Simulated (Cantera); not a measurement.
**Catalytic stagnation flow on Pt**

A jet of 1.96 % H2, 16.5 % O2, 81.5 % N2 at 300 K and 2400 Pa hits a platinum plate 4.1 cm away at a mass flux of 0.026 kg/m²/s; the plate temperature is set and raised in steps from an oxygen-covered start.

Cantera simulation using Deutschmann's 1995 Pt surface mechanism with GRI-Mech 3.0 gas chemistry; the numbers are that mechanism's predictions, not measurements. Catalytic surfaces can have several steady states; this one follows from the mechanism file's or the stated starting coverage.

```json
[
 {"plate T (K)": "600", "wall x H2": "0.00468", "wall x O2": "0.149", "wall x H2O": "0.0288", "wall x OH": "<1e-8", "θ free Pt": "0.0516", "θ O*": "0.946", "θ OH*": "0.00258"},
 {"plate T (K)": "650", "wall x H2": "0.00461", "wall x O2": "0.149", "wall x H2O": "0.0287", "wall x OH": "<1e-8", "θ free Pt": "0.0551", "θ O*": "0.943", "θ OH*": "0.00174"},
 {"plate T (K)": "700", "wall x H2": "0.00425", "wall x O2": "0.149", "wall x H2O": "0.0292", "wall x OH": "<1e-8", "θ free Pt": "0.0640", "θ O*": "0.935", "θ OH*": "0.00131"},
 {"plate T (K)": "750", "wall x H2": "0.00339", "wall x O2": "0.148", "wall x H2O": "0.0307", "wall x OH": "<1e-8", "θ free Pt": "0.0883", "θ O*": "0.911", "θ OH*": "0.00112"},
 {"plate T (K)": "800", "wall x H2": "0.00249", "wall x O2": "0.147", "wall x H2O": "0.0322", "wall x OH": "<1e-8", "θ free Pt": "0.132", "θ O*": "0.867", "θ OH*": "0.00102"}
]
```
x: mole fraction at the wall; θ: surface coverage.
